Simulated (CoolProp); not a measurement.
A closed Brayton cycle with carbon dioxide: compressor inlet 322.15 K and 8.4 MPa, high pressure 20.8 MPa, turbine inlet 935 K, compressor efficiency 0.85, turbine efficiency 0.9, recuperator effectiveness 0.95 (on enthalpy, no pinch check). Each further row changes one setting.

The numbers come from the reference Helmholtz-energy equation of state, Span 1996 in CoolProp.

```
case                           thermal efficiency (%)  net work (kJ/kg)  compressor to turbine work  compressor exit (K)  turbine exit (K)
-----------------------------  ----------------------  ----------------  --------------------------  -------------------  ----------------
as stated                                        39.5              94.2                        0.31                394.6             817.4
turbine inlet 885 K                                 ?                 ?                           ?                394.6             771.6
compressor inlet 332.15 K                           ?              87.7                        0.36                411.5             817.4
high pressure 17.7 MPa                              ?              80.0                           ?                381.4                 ?
recuperator effectiveness 0.5                    20.5              94.2                        0.31                394.6             817.4
```

**Question.** Some entries are withheld; supply them.

**Answer.** 
- turbine inlet 885 K, thermal efficiency (%): 37.8
- turbine inlet 885 K, net work (kJ/kg): 86.3
- turbine inlet 885 K, compressor to turbine work: 0.33
- compressor inlet 332.15 K, thermal efficiency (%): 38.6
- high pressure 17.7 MPa, thermal efficiency (%): 38.2
- high pressure 17.7 MPa, compressor to turbine work: 0.30
- high pressure 17.7 MPa, turbine exit (K): 837.8
